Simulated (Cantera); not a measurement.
A closed system holds: 1 mol SiH4, 1.1 mol CO2, at 13.3 mbar.

Method: chemical equilibrium by Gibbs-energy minimisation in Cantera with the NASA 1993 tables (ideal gas, pure condensed phases). Candidate condensed phases: C, C6H6, C7H8, C8H18, H2O, Si, SiC, SiO2; 123 gas species. Mutual solubility and eutectic melting of coexisting phases are not modelled. The tables hold silica as quartz up to 1696 K and as liquid above; real silica turns to tridymite and cristobalite and melts near 1996 K. The numbers say what is thermodynamically allowed, not how fast it happens. All values below are at 1325 °C.

Base state: H2 0.654, CO 0.283, SiO 0.0625, H 0.000373, H2O 1.91e-5 (mole fractions); condensed: SiC(s) + SiO2(β-quartz).

Task: What changes in the equilibrium state with this change: CO2 from 1.1 to 9.2 mol?

Result: 
| species | before | after |
|---|---|---|
| CO2 | 2.76e-6 | 0.496 |
| CO | 0.283 | 0.325 |
| H2O | 1.91e-5 | 0.146 |
| H2 | 0.654 | 0.0320 |
| SiO | 0.0625 | 4.00e-7 |
| OH | <1e-9 | 1.47e-5 |
| H | 0.000373 | 8.25e-5 |
| SiC(s), mol | 0.236 | 0 |
| SiO2(β-quartz), mol | 0.573 | 1.000 |
